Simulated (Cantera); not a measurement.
A freely propagating, adiabatic, planar premixed flame of 27.8 % H2, 13.9 % O2, 58.3 % N2, equivalence ratio 1.0, unburnt at 525 K and 3750 Torr; mixture-averaged transport, grid criteria slope 0.08 and curve 0.16, no radiation.

Computed with Cantera and the H2/O2 subset of GRI-Mech 3.0, which has no nitrogen chemistry. The hydrogen kinetics of GRI-Mech 3.0 are dated; newer H2 mechanisms differ, most at raised pressure. Burning velocities carry a grid error of a few per cent, more on coarse grids.

### Question
Predict: laminar burning velocity; thermal thickness; peak x(O); peak x(H); peak x(H2O2).

### Answer
```
Property                     Result
------------------------  ---------
laminar burning velocity   460 cm/s
thermal thickness         0.0586 mm
peak x(O)                   0.00681
peak x(H)                    0.0251
peak x(H2O2)                9.25e-5
```
